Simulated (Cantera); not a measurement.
A closed system holds: 1 mol B2O3, 0.98 mol N2, held at 798.15 K and 1.33 mbar.

Cantera equilibrium calculation (NASA polynomials, part measured and part estimated; ideal gas, pure solids and liquids). Candidate condensed phases: B, BN, B2O3; 17 gas species. The numbers say what is thermodynamically allowed, not how fast it happens.

Base state: N2 1.00 (mole fractions); condensed: B2O3(l).

Question: What changes in the equilibrium state with this change: B2O3 replaced by B?

Answer: 
| species | before | after |
|---|---|---|
| N2 | 1.00 | 1.00 |
| B2O3(l), mol | 1.00 | 0 |
| BN(s), mol | 0 | 1.00 |
N2 is the only nitrogen source here; it is nearly inert below about 1500 K, so the nitride shown seldom forms there in practice.
